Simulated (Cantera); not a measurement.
A Cantera script and what it prints.

```python
import numpy as np
import cantera as ct

gas_names = """
    N NO NO2 NO3 N2 N2O O O2 O3 V VN VO VO2
""".split()
cond_names = """
    V(cr) V(L) VN(s) VO(s) VO(L) V2O3(s) V2O3(L) V2O4(I) V2O4(II) V2O4(L) V2O5(s) V2O5(L)
""".split()


# ... load() reads the species with a 1 bar reference pressure and builds the phases ...
atoms = {
    'V': {'V': 1},
    'N2O': {'N': 2, 'O': 1},
}
top_T = {'VN(s)': 2300}  # K; cautious upper limits of use, not melting points


# ... equilibrate(T, P, feed) seeds the gas with the atoms and calls Mixture.equilibrate('TP', solver="vcs", rtol=1e-11, max_steps=5000) ...
results = []
feed = {'V': 1, 'N2O': 8.2}  # mol
P = 2.7  # Pa
for T in [750, 850, 950, 1050, 1150, 1250, 1350, 1450, 1550, 1650]:
    mix = equilibrate(T, P, feed)
    results.append((T, P, feed, dict(zip(mix.species_names, mix.species_moles))))

top = {s: max(r[3][s] / sum(r[3][g] for g in gas_names) for r in results) for s in gas_names}
cols = sorted((s for s in top if top[s] > 1e-05), key=lambda s: -top[s])[:8]
seen = [c for c in cond_names if any(r[3].get(c, 0) > 1e-12 for r in results)]
print("log10 of partial pressures in bar; condensed amounts in mol")
print(f"{'T/K':>10s}" + "".join(f"{s[:9]:>10s}" for s in cols + seen))
for T, P, feed, n in results:
    ng = sum(n[g] for g in gas_names)
    print(f"{T:10.4g}" + "".join(f"{np.log10(max(n[s] / ng * P / 1e5, 1e-99)):10.3f}" for s in cols)
          + "".join(f"{n.get(c, 0):10.4g}" for c in seen))
```

It prints:

```
log10 of partial pressures in bar; condensed amounts in mol
       T/K        N2        O2       VO2         O        NO  V2O4(II)   V2O5(s)
       750    -4.698    -5.157   -23.712   -16.773   -10.633         0       0.5
       850    -4.698    -5.157   -19.358   -14.709    -9.884         0       0.5
       950    -4.708    -5.130   -16.225   -13.063    -9.285       0.5         0
      1050    -4.708    -5.130   -13.810   -11.740    -8.806       0.5         0
      1150    -4.708    -5.130   -11.826   -10.646    -8.410       0.5         0
      1250    -4.708    -5.131   -10.169    -9.725    -8.078       0.5         0
      1350    -4.708    -5.131    -8.765    -8.940    -7.795    0.4996         0
      1450    -4.709    -5.132    -7.563    -8.263    -7.552    0.4943         0
      1550    -4.713    -5.137    -6.522    -7.675    -7.344    0.4364         0
      1650    -4.746    -5.172    -5.659    -7.173    -7.191         0         0
```

Cantera equilibrium calculation (NASA polynomials, part measured and part estimated; ideal gas, pure solids and liquids). Condensed phases not in the tables: the oxides between V2O3 and V2O5 other than VO2. Gases not in the tables: V4O10.
